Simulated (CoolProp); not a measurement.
Vapour-liquid equilibrium of dimethyl ether (1) + n-pentane (2) at 38.05 °C; x and y are mole fractions of (1).

The numbers come from the multi-fluid Helmholtz-energy mixture model, Wu 2011 and Thol 2019; pair parameters Bell 2016 in CoolProp.

### Question
Give the bubble pressure and the first vapour's composition at x = 0.35, 0.65, 0.95. Is there an azeotrope?

### Answer
x = 0.35: 3.923 bar, y = 0.816; x = 0.65: 6.347 bar, y = 0.927; x = 0.95: 8.115 bar, y = 0.986. No azeotrope shows between x = 0.05 and 0.95.

The pair parameters rest on a limited set of measurements; away from them the model extrapolates. The gap from Raoult's law changes sign with composition, which may be real or a fault of the pair parameters; it wasn't checked against measurements.
